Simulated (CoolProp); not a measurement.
Saturation properties of R1336mzz(Z).

Model: reference Helmholtz-energy equation of state, McLinden 2020, in CoolProp.

```
T (°C)  p (kPa)  liquid density (kg/m³)  vapour density (kg/m³)  liquid cp (kJ/(kg K))
------  -------  ----------------------  ----------------------  ---------------------
-4.55     19.76                    1439                   1.476                  1.160
8.45      36.72                    1407                   2.641                  1.187
21.55     64.14                    1374                   4.464                  1.214
34.55     105.5                    1339                   7.146                  1.241
47.55     165.3                    1304                   10.97                  1.268
60.65     249.5                    1266                   16.33                  1.298
73.65     362.3                    1227                   23.55                  1.329
86.65     510.5                    1185                   33.24                  1.365
99.75     702.2                    1140                   46.25                  1.408
112.75    942.0                    1090                   63.51                  1.462
125.75     1239                    1034                   86.90                  1.538
```

It boils at 33.5 °C under 1 atm.
